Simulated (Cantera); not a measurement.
A perfectly stirred reactor is fed with H₂ : O₂ : N₂ = 0.83 : 1 : 18 (molar parts), at 750 Torr; it is held at 1000 K, and followed from long to short residence time.

Model: the H2/O2 subset of GRI-Mech 3.0, which has no nitrogen chemistry, integrated in Cantera. The temperature is held fixed by assumption; the heat of reaction is taken as removed at once.

**Question.** Predict: x(H₂) at τ = 5.30 s; x(O₂) at τ = 5.30 s; x(OH) at τ = 5.30 s; x(H₂O₂) at τ = 5.30 s; x(H) at τ = 5.30 s; x(H₂) at τ = 0.160 s; x(O₂) at τ = 0.160 s; x(OH) at τ = 0.160 s; x(H₂O₂) at τ = 0.160 s; x(H) at τ = 0.160 s.

**Answer.** 
- x(H₂) at τ = 5.30 s: 0.000676
- x(O₂) at τ = 5.30 s: 0.0305
- x(OH) at τ = 5.30 s: 7.17e-7
- x(H₂O₂) at τ = 5.30 s: 4.79e-6
- x(H) at τ = 5.30 s: 1.45e-7
- x(H₂) at τ = 0.160 s: 0.00314
- x(O₂) at τ = 0.160 s: 0.0316
- x(OH) at τ = 0.160 s: 4.76e-6
- x(H₂O₂) at τ = 0.160 s: 1.11e-5
- x(H) at τ = 0.160 s: 3.86e-6
